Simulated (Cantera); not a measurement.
Input: 1 mol SiC, 0.017 mol CO₂, 120 mol H₂, equilibrated at 0.000420 bar.

These are equilibrium values from Cantera (NASA tables, ideal gas, pure condensed phases), not measurements of a reactor. Candidate condensed phases: C, C₆H₆, C₇H₈, C₈H₁₈, H₂O, Si, SiC, SiO₂; 123 gas species. Mutual solubility and eutectic melting of coexisting phases are not modelled. Equilibrium is a limit: real reactors are often held back by kinetics, nucleation or transport.

x: gas mole fraction; n: condensed amount in mol.

```
T (K)   x H₂       x H        x Si  x C₂H₂ (acetylene)    x SiC₂      x CO    x Si₂C  n SiC(s)  n SiO₂(β-quartz)  n C(graphite)
-----  -----  --------  ----------  ------------------  --------  --------  --------  --------  ----------------  -------------
1073   1.000   6.84e-7      <1e-12            1.41e-10    <1e-12  0.000188    <1e-12     0.994           0.00565              0
1173   1.000   5.75e-6  (withheld)            6.18e-11    <1e-12  0.000212    <1e-12     0.991                 0              0
1273   1.000   3.48e-5  (withheld)            7.09e-10    <1e-12  0.000212    <1e-12     0.991                 0              0
1373   1.000  0.000162  (withheld)             5.67e-9    <1e-12  0.000212  3.47e-11     0.991                 0              0
1473   0.999  0.000617  (withheld)             3.45e-8  8.58e-12  0.000213   1.44e-9     0.991                 0              0
1573   0.998   0.00198  (withheld)             1.85e-7  3.76e-10  0.000219   3.47e-8     0.991                 0              0
1673   0.994   0.00554  (withheld)             1.68e-6   1.50e-8  0.000251   3.95e-7     0.986                 0              0
1773   0.986    0.0138  (withheld)             3.92e-5   7.14e-7  0.000276   1.86e-6     0.974                 0              0
1873   0.968    0.0310  (withheld)            0.000292   1.50e-5  0.000277   1.09e-5     0.907                 0              0
1973   0.932    0.0635  (withheld)            0.000597  0.000136  0.000271   9.09e-5     0.489                 0          0.300
2073   0.871     0.120     0.00706             0.00107  0.000405  0.000263  0.000109         0                 0          0.588
2173   0.782     0.208     0.00669             0.00173  0.000579  0.000251   3.60e-5         0                 0          0.348
```

Fill in the missing entries.


- 1173, x Si: 5.29e-11
- 1273, x Si: 2.52e-9
- 1373, x Si: 6.83e-8
- 1473, x Si: 1.17e-6
- 1573, x Si: 1.32e-5
- 1673, x Si: 7.73e-5
- 1773, x Si: 0.000202
- 1873, x Si: 0.000709
- 1973, x Si: 0.00372
